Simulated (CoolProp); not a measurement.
The numbers come from the reference Helmholtz-energy equation of state, Lemmon 2006 in CoolProp. It is a short technical equation, of lower accuracy than the large ones.

Task: Give the vapour pressure (MPa), liquid density (kg/m³), enthalpy of vaporisation (kJ/kg), liquid cp (kJ/(kg K)) of saturated isohexane at 299.7, 311.4 K.

Result: 
```
T (K)  p (MPa)  liquid density (kg/m³)  enthalpy of vaporisation (kJ/kg)  liquid cp (kJ/(kg K))
-----  -------  ----------------------  --------------------------------  ---------------------
299.7   0.0301                     647                               346                   2.24
311.4   0.0475                     636                               338                   2.30
```
